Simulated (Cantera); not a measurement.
A Cantera script and its output.

```python
import numpy as np
import cantera as ct

gas = ct.Solution("gri30.yaml")
gas.TPX = 1175, 220000, {'CO': 0.0012, 'O2': 0.0027, 'H2O': 0.008, 'N2': 1}
reactor = ct.IdealGasConstPressureReactor(gas, energy="off", clone=False)
net = ct.ReactorNet([reactor])
net.rtol, net.atol = 1e-08, 1e-18
show = ['CO', 'O2', 'H2O', 'NO', 'H', 'NO2']
times = np.geomspace(7e-06, 2, 11)

steps = ct.SolutionArray(gas, extra=["t"])
rows = []
print(f"{'t/s':>10s}{'T/K':>9s}{'P/Pa':>11s}" + "".join(f"{s:>11s}" for s in show))
for t in times:
    while net.time < t:
        t_next = net.step()
        steps.append(gas.state, t=t_next)
    rows.append([np.interp(t, steps.t, y) for y in (steps.T, steps.P, *steps(*show).X.T)])
    print(f"{t:10.3e}{rows[-1][0]:9.1f}{rows[-1][1]:11.4g}" + "".join(f"{x:11.3e}" for x in rows[-1][2:]))
rate = np.gradient(steps.T, steps.t)
print("integrator steps:", len(steps.t))
if steps.T.max() > steps.T[0] + 200:
    print(f"time of steepest temperature rise: {steps.t[rate.argmax()]:.4e} s")
gas.TPX = 1175, 220000, {'CO': 0.0012, 'O2': 0.0027, 'H2O': 0.008, 'N2': 1}
gas.equilibrate("TP")
print(f"equilibrium (TP): T = {gas.T:.1f} K  " + "  ".join(f"{s} {gas[s].X[0]:.3e}" for s in show))
```

Result:

```
       t/s      T/K       P/Pa         CO         O2        H2O         NO          H        NO2
 7.000e-06   1175.0    2.2e+05  1.186e-03  2.668e-03  7.906e-03  1.317e-22  2.231e-15  5.137e-32
 2.459e-05   1175.0    2.2e+05  1.186e-03  2.668e-03  7.906e-03  1.840e-21  3.596e-14  2.640e-30
 8.635e-05   1175.0    2.2e+05  1.186e-03  2.668e-03  7.906e-03  2.717e-20  6.621e-13  1.774e-28
 3.033e-04   1175.0    2.2e+05  1.186e-03  2.668e-03  7.906e-03  3.527e-19  9.446e-12  2.011e-26
 1.065e-03   1175.0    2.2e+05  1.186e-03  2.668e-03  7.906e-03  5.213e-18  1.088e-10  1.287e-23
 3.742e-03   1175.0    2.2e+05  1.186e-03  2.668e-03  7.906e-03  1.019e-15  1.079e-08  5.432e-19
 1.314e-02   1175.0    2.2e+05  7.687e-04  2.467e-03  7.868e-03  1.824e-09  5.628e-06  1.213e-11
 4.616e-02   1175.0    2.2e+05  1.313e-04  2.143e-03  7.900e-03  6.100e-09  5.328e-07  1.357e-10
 1.621e-01   1175.0    2.2e+05  1.189e-05  2.082e-03  7.909e-03  7.223e-09  2.008e-08  3.572e-10
 5.694e-01   1175.0    2.2e+05  5.721e-07  2.076e-03  7.910e-03  7.733e-09  4.770e-10  1.951e-10
 2.000e+00   1175.0    2.2e+05  1.036e-08  2.076e-03  7.910e-03  7.986e-09  2.253e-11  4.666e-11
integrator steps: 1044
equilibrium (TP): T = 1175.0 K  CO 1.694e-10  O2 2.067e-03  H2O 7.911e-03  NO 1.798e-05  H 2.471e-12  NO2 5.040e-08
```

Model: GRI-Mech 3.0 (53 species, 325 reactions), integrated in Cantera.
